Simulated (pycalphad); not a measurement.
**Freezing of Sn-Si alloys with rising Si**

Computed with pycalphad from the COST 507 light-alloy database (1999), at 1 atm. The data set is of 1999 and partly superseded. Phase fractions are per mole of atoms.

Scheil-Gulliver runs (no diffusion in the solid, steps of 2 K) beside full equilibrium.

```tsv
alloy	liquidus (°C)	Scheil, half solid (°C)	Scheil, 80 % solid (°C)	Scheil, invariant end (°C)	liquid left at that end	equilibrium solidus (°C)
Sn-1.03Si (at.%)	851	at the invariant end	at the invariant end	232	0.99	232
Sn-1.38Si (at.%)	889	at the invariant end	at the invariant end	232	0.99	232
Sn-2.07Si (at.%)	944	at the invariant end	at the invariant end	232	0.98	232
Sn-4.14Si (at.%)	1042	at the invariant end	at the invariant end	232	0.96	232
```
